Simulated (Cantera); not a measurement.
An adiabatic, constant-volume homogeneous reactor starts with 3.99 % C₃H₈, 20.2 % O₂, 75.8 % N₂, equivalence ratio 0.99, at 1500 K and 150 Torr.

Computed with Cantera and GRI-Mech 3.0 (53 species, 325 reactions). GRI-Mech 3.0 was tuned for natural gas; its chemistry of propane as a main component is partial and can be far from experiment.

Q: Predict: time of steepest temperature rise; temperature at 4.00 s; equilibrium temperature; x(O₂) at 4.00 s; x(HO₂) at 4.00 s; x(H₂) at 4.00 s; x(H₂O) at 4.00 s.

A: 
```
Quantity                                                            Result
---------------------------------  ---------------------------------------
time of steepest temperature rise                                 0.219 ms
temperature at 4.00 s                                               2781 K
equilibrium temperature                                             2781 K
x(O₂) at 4.00 s                      0.0277 (gas-phase equilibrium 0.0277)
x(HO₂) at 4.00 s                   4.92e-6 (gas-phase equilibrium 4.92e-6)
x(H₂) at 4.00 s                      0.0197 (gas-phase equilibrium 0.0197)
x(H₂O) at 4.00 s                       0.103 (gas-phase equilibrium 0.103)
```
